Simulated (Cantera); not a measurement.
A closed system holds: 1 mol AlCl3, 1.1 mol NH3, 45 mol H2, held at 1825 K and 86.0 mbar.

These are equilibrium values from Cantera (NASA tables, ideal gas, pure condensed phases), not measurements of a reactor. Candidate condensed phases: Al, AlCl3, AlN, NH4Cl; 20 gas species. The tables' values for AlCl2 are old estimates; treat these amounts as uncertain. Equilibrium is a limit: real reactors are often held back by kinetics, nucleation or transport.

Base state: H2 0.929, HCl 0.0377, AlCl 0.0179, N2 0.0112, AlCl2 0.00186, H 0.00145, AlCl3 0.000555, Cl 4.48e-5 (mole fractions); condensed: gas only.

### Question
What changes in the equilibrium state with this change: pressure from 86.0 mbar to 0.190 bar?

### Answer
| species | before | after |
|---|---|---|
| H2 | 0.929 | 0.931 |
| HCl | 0.0377 | 0.0361 |
| AlCl | 0.0179 | 0.0168 |
| N2 | 0.0112 | 0.0112 |
| AlCl3 | 0.000555 | 0.00105 |
| Cl | 4.48e-5 | 2.88e-5 |
| H | 0.00145 | 0.000975 |
| AlCl2 | 0.00186 | 0.00248 |

### Question
What changes in the equilibrium state with this change: temperature from 1825 K to 1148.15 K?

### Answer
```json
[
 {"species": "H2", "before": "0.929", "after": "0.950"},
 {"species": "HCl", "before": "0.0377", "after": "0.0358"},
 {"species": "AlCl3", "before": "0.000555", "after": "0.00881"},
 {"species": "AlCl", "before": "0.0179", "after": "6.97e-7"},
 {"species": "N2", "before": "0.0112", "after": "0.00545"},
 {"species": "H", "before": "0.00145", "after": "2.39e-7"},
 {"species": "Cl", "before": "4.48e-5", "after": "7.93e-9"},
 {"species": "AlCl2", "before": "0.00186", "after": "1.17e-5"},
 {"species": "AlN(s), mol", "before": "0", "after": "0.575"}
]
```
